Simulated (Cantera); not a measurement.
## Thermodynamics of silicon etching in halogen gases, feed Si + NF3 + N2 + Cl2

Feed: 1 mol Si, 2.5 mol NF3, 0.45 mol N2, a varied amount of Cl2, at 1650 K and 100000 Pa.

Equilibrium computed with Cantera from the NASA thermochemical tables; the gas is ideal and each condensed phase is pure. Candidate condensed phases: Si, Si3N4; 24 gas species. Kinetics and transport are ignored.

```json
[
 {"n(Cl2) (mol)": "1", "x ClF": "0.292", "x Cl2": "0.00672", "x N2": "0.270", "x F": "0.258", "x SiF4": "0.159", "x Cl": "0.0120", "x F2": "0.00265"},
 {"n(Cl2) (mol)": "1.3", "x ClF": "0.350", "x Cl2": "0.0175", "x N2": "0.264", "x F": "0.192", "x SiF4": "0.156", "x Cl": "0.0194", "x F2": "0.00146"},
 {"n(Cl2) (mol)": "1.6", "x ClF": "0.382", "x Cl2": "0.0366", "x N2": "0.257", "x F": "0.145", "x SiF4": "0.151", "x Cl": "0.0280", "x F2": "0.000833"},
 {"n(Cl2) (mol)": "2.1", "x ClF": "0.394", "x Cl2": "0.0799", "x N2": "0.241", "x F": "0.101", "x SiF4": "0.142", "x Cl": "0.0414", "x F2": "0.000406"},
 {"n(Cl2) (mol)": "2.6", "x ClF": "0.385", "x Cl2": "0.126", "x N2": "0.225", "x F": "0.0786", "x SiF4": "0.133", "x Cl": "0.0520", "x F2": "0.000245"},
 {"n(Cl2) (mol)": "3.3", "x ClF": "0.362", "x Cl2": "0.187", "x N2": "0.206", "x F": "0.0608", "x SiF4": "0.121", "x Cl": "0.0633", "x F2": "0.000147"},
 {"n(Cl2) (mol)": "4.2", "x ClF": "0.332", "x Cl2": "0.253", "x N2": "0.185", "x F": "0.0478", "x SiF4": "0.109", "x Cl": "0.0737", "x F2": "9.09e-5"},
 {"n(Cl2) (mol)": "5.3", "x ClF": "0.299", "x Cl2": "0.320", "x N2": "0.164", "x F": "0.0383", "x SiF4": "0.0964", "x Cl": "0.0829", "x F2": "5.83e-5"},
 {"n(Cl2) (mol)": "6.7", "x ClF": "0.264", "x Cl2": "0.387", "x N2": "0.143", "x F": "0.0308", "x SiF4": "0.0842", "x Cl": "0.0911", "x F2": "3.76e-5"}
]
```
x: gas mole fraction; nothing condenses.

From 1 mol Cl2 to 6.7 mol Cl2 nothing is condensed. The main Si-bearing gas is SiF4 throughout.
